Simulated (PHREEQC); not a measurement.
## Brine

Solution (25 °C): 5 mol HCl, 1.1 mol CaCl2 and 0.13 mol MgCl2 per kg of water. Closed to the air; pH follows from the charge balance.

All values are PHREEQC results (Pitzer model, pitzer.dat), not measurements.

Each row changes one thing in this solution. No solid was allowed to form.

| case | pH | SI of Bischofite (MgCl2:6H2O) | SI of MgCl2_4H2O (MgCl2:4H2O) |
|---|---|---|---|
| as made | -2.20 | -3.14 | -5.08 |
| HCl left out | 6.16 | -5.58 | -7.90 |
| temperature from 25 to 50 °C | (withheld) | -3.07 | -4.82 |
| temperature from 25 to 30 °C | -2.19 | (withheld) | -5.02 |
| diluted 5-fold with water | -0.12 | -6.70 | -9.04 |
| CaCl2 from 1.1 to 0.99 mol/kgw | -2.16 | -3.20 | -5.16 |

### Question
What belongs in the gaps?

### Answer

- temperature from 25 to 50 °C, pH: -2.13
- temperature from 25 to 30 °C, SI of Bischofite (MgCl2:6H2O): -3.12

In brines, pH and single-ion activities rest on the MacInnes convention. Constants without temperature data keep their 25 °C values here.
